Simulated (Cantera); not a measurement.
Input: 1 mol Si, 0.95 mol Br2, equilibrated at 923 K and 100000 Pa.

Method: chemical equilibrium by Gibbs-energy minimisation in Cantera with the NASA 1993 tables (ideal gas, pure condensed phases). Candidate condensed phases: Br2, Si; 9 gas species. The tables' values for SiBr3 are old estimates; treat these amounts as uncertain. Kinetics and transport are ignored.

Base state: SiBr4 0.999, SiBr3 0.000912, SiBr2 0.000389 (mole fractions); condensed: Si(s).

Q: What changes in the equilibrium state with this change: Br2 from 0.95 to 4.6 mol?

A: 
```json
[
 {"species": "Br2", "before": "<1e-9", "after": "0.721"},
 {"species": "SiBr4", "before": "0.999", "after": "0.278"},
 {"species": "Br", "before": "1.77e-8", "after": "0.00182"},
 {"species": "SiBr2", "before": "0.000389", "after": "<1e-9"},
 {"species": "SiBr3", "before": "0.000912", "after": "2.47e-9"},
 {"species": "Si(s), mol", "before": "0.525", "after": "0"}
]
```

Q: What changes in the equilibrium state with this change: pressure from 100000 Pa to 14000 Pa?

A: 
| species | before | after |
|---|---|---|
| SiBr4 | 0.999 | 0.997 |
| SiBr3 | 0.000912 | 0.00149 |
| SiBr2 | 0.000389 | 0.00104 |
| Si(s), mol | 0.525 | 0.525 |

Q: What changes in the equilibrium state with this change: Br2 from 0.95 to 3.1 mol?

A: 
```csv
species,before,after
Br2,<1e-9,0.523
SiBr4,0.999,0.476
Br,1.77e-8,0.00155
SiBr2,0.000389,<1e-9
SiBr3,0.000912,4.96e-9
"Si(s), mol",0.525,0
```
